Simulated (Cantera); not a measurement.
Gas-phase reforming

A perfectly stirred reactor is fed with 33.3 % CH4, 66.7 % CO2, at 0.987 atm; it is held at 2223 K, and followed from long to short residence time.

Computed with Cantera and GRI-Mech 3.0 (53 species, 325 reactions).

```
τ (s)       x CH4   x CO2  x H2O   x H2   x CO
-------  --------  ------  -----  -----  -----
1.0       5.51e-5  0.0568  0.143  0.255  0.542
0.31     0.000196  0.0570  0.143  0.255  0.542
0.093    0.000664  0.0576  0.143  0.254  0.541
0.028     0.00193  0.0603  0.146  0.250  0.538
0.0085    0.00465  0.0698  0.154  0.236  0.525
0.0026    0.00954  0.0980  0.174  0.206  0.484
0.00078    0.0193   0.165  0.192  0.169  0.396
```
x: mole fraction; the columns are a selection and need not sum to one.
